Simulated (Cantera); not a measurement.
A freely propagating, adiabatic, planar premixed flame of 22.4 % H₂, 14.9 % O₂, 62.7 % N₂, unburnt at 450 K and 1.00 atm; multicomponent+Soret transport, grid criteria slope 0.08 and curve 0.16, no radiation.

Cantera simulation using the H2/O2 subset of GRI-Mech 3.0, which has no nitrogen chemistry; the numbers are that mechanism's predictions, not measurements. Burning velocities carry a grid error of a few per cent, more on coarse grids.

x: mole fraction of selected species; z is measured from the peak of heat release.

```json
[
 {"z (mm)": "-1.17", "T (K)": "450", "u (m/s)": "2.41", "x H₂": "0.224", "x O₂": "0.149", "x H₂O": "<1e-8", "x H₂O₂": "<1e-8", "x HO₂": "<1e-8", "x OH": "<1e-8"},
 {"z (mm)": "-0.779", "T (K)": "450", "u (m/s)": "2.41", "x H₂": "0.224", "x O₂": "0.149", "x H₂O": "[?]", "x H₂O₂": "<1e-8", "x HO₂": "<1e-8", "x OH": "<1e-8"},
 {"z (mm)": "-0.584", "T (K)": "450", "u (m/s)": "2.41", "x H₂": "0.223", "x O₂": "0.149", "x H₂O": "3.76e-7", "x H₂O₂": "<1e-8", "x HO₂": "2.29e-8", "x OH": "<1e-8"},
 {"z (mm)": "-0.390", "T (K)": "450", "u (m/s)": "2.40", "x H₂": "0.220", "x O₂": "0.150", "x H₂O": "1.35e-5", "x H₂O₂": "9.36e-8", "x HO₂": "1.13e-6", "x OH": "<1e-8"},
 {"z (mm)": "-0.195", "T (K)": "489", "u (m/s)": "2.52", "x H₂": "0.189", "x O₂": "0.155", "x H₂O": "0.00253", "x H₂O₂": "2.18e-5", "x HO₂": "0.000230", "x OH": "3.20e-5"},
 {"z (mm)": "-0.0974", "T (K)": "754", "u (m/s)": "3.76", "x H₂": "0.146", "x O₂": "0.148", "x H₂O": "0.0301", "x H₂O₂": "4.59e-5", "x HO₂": "0.000252", "x OH": "0.000727"},
 {"z (mm)": "0", "T (K)": "1149", "u (m/s)": "5.64", "x H₂": "0.0865", "x O₂": "0.115", "x H₂O": "0.0993", "x H₂O₂": "1.01e-5", "x HO₂": "0.000109", "x OH": "0.00223"},
 {"z (mm)": "0.0974", "T (K)": "[?]", "u (m/s)": "6.99", "x H₂": "[?]", "x O₂": "[?]", "x H₂O": "[?]", "x H₂O₂": "[?]", "x HO₂": "[?]", "x OH": "[?]"},
 {"z (mm)": "0.195", "T (K)": "1581", "u (m/s)": "7.71", "x H₂": "0.0212", "x O₂": "0.0578", "x H₂O": "0.195", "x H₂O₂": "2.51e-6", "x HO₂": "3.76e-5", "x OH": "0.00892"},
 {"z (mm)": "0.390", "T (K)": "1736", "u (m/s)": "8.42", "x H₂": "0.0150", "x O₂": "0.0505", "x H₂O": "0.211", "x H₂O₂": "1.22e-6", "x HO₂": "2.49e-5", "x OH": "0.0108"},
 {"z (mm)": "0.779", "T (K)": "1870", "u (m/s)": "9.01", "x H₂": "0.0110", "x O₂": "0.0473", "x H₂O": "0.222", "x H₂O₂": "6.42e-7", "x HO₂": "1.60e-5", "x OH": "0.0108"},
 {"z (mm)": "1.56", "T (K)": "1973", "u (m/s)": "9.44", "x H₂": "0.00668", "x O₂": "0.0453", "x H₂O": "0.232", "x H₂O₂": "3.78e-7", "x HO₂": "9.09e-6", "x OH": "0.00934"},
 {"z (mm)": "3.12", "T (K)": "2038", "u (m/s)": "9.71", "x H₂": "0.00329", "x O₂": "0.0445", "x H₂O": "0.239", "x H₂O₂": "2.36e-7", "x HO₂": "4.72e-6", "x OH": "0.00697"}
]
```

### Question
Complete the blanks.

### Answer

- -0.779, x H₂O: 3.30e-8
- 0.0974, T (K): 1428
- 0.0974, x H₂: 0.0380
- 0.0974, x O₂: 0.0749
- 0.0974, x H₂O: 0.167
- 0.0974, x H₂O₂: 4.43e-6
- 0.0974, x HO₂: 5.75e-5
- 0.0974, x OH: 0.00612
